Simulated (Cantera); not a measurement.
Input: 1 mol BN, 0.35 mol O2, 0.77 mol N2, equilibrated at 54.8 Torr.

Cantera equilibrium calculation (NASA polynomials, part measured and part estimated; ideal gas, pure solids and liquids). Candidate condensed phases: B, BN, B2O3; 17 gas species. Mutual solubility and eutectic melting of coexisting phases are not modelled. Rates play no part.

x: gas mole fraction; n: condensed amount in mol.

```
T (°C)   x N2    x B2O3    x B2O2      x BO  x BO2     x B2O  n BN(s)  n B2O3(l)
------  -----  --------  --------  --------  -----  --------  -------  ---------
977     1.000   6.04e-7   1.23e-9  6.04e-10      ?    <1e-12    0.533      0.233
1077    1.000   9.63e-6   5.21e-8   1.94e-8      ?    <1e-12    0.533      0.233
1177    1.000  0.000103   1.30e-6   3.83e-7      ?    <1e-12    0.533      0.233
1277    0.999  0.000798   2.11e-5   5.09e-6      ?  8.59e-12    0.533      0.233
1377    0.995   0.00477  0.000242   4.91e-5      ?  4.05e-10    0.533      0.228
1477    0.975    0.0229   0.00210  0.000363      ?   1.23e-8    0.532      0.208
1577    0.891    0.0922    0.0146   0.00218      ?   2.68e-7    0.522      0.117
1677    0.797     0.146    0.0493   0.00837      ?   3.31e-6    0.487          0
1777    0.782     0.107    0.0892    0.0218      ?   2.38e-5    0.444          0
```

Fill in the missing entries.


- 977, x BO2: 8.60e-12
- 1077, x BO2: 2.15e-10
- 1177, x BO2: 3.40e-9
- 1277, x BO2: 3.74e-8
- 1377, x BO2: 3.06e-7
- 1477, x BO2: 1.94e-6
- 1577, x BO2: 9.95e-6
- 1677, x BO2: 2.53e-5
- 1777, x BO2: 3.69e-5
